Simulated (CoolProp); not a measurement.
Values from CoolProp's reference Helmholtz-energy equation of state, Lemmon 2006. It is a short technical equation, of lower accuracy than the large ones.

Q: For carbon monoxide, give the phase and the cp (kJ/(kg K)), speed of sound (m/s), Joule-Thomson coefficient (K/MPa) at -79.95 °C and 10.1 bar; -79.95 °C and 87.5 bar.

A: 
- -79.95 °C and 10.1 bar: gas; cp 1.09, speed of sound 281, Joule-Thomson coefficient 5.52
- -79.95 °C and 87.5 bar: supercritical; cp 1.77, speed of sound 294, Joule-Thomson coefficient 3.37
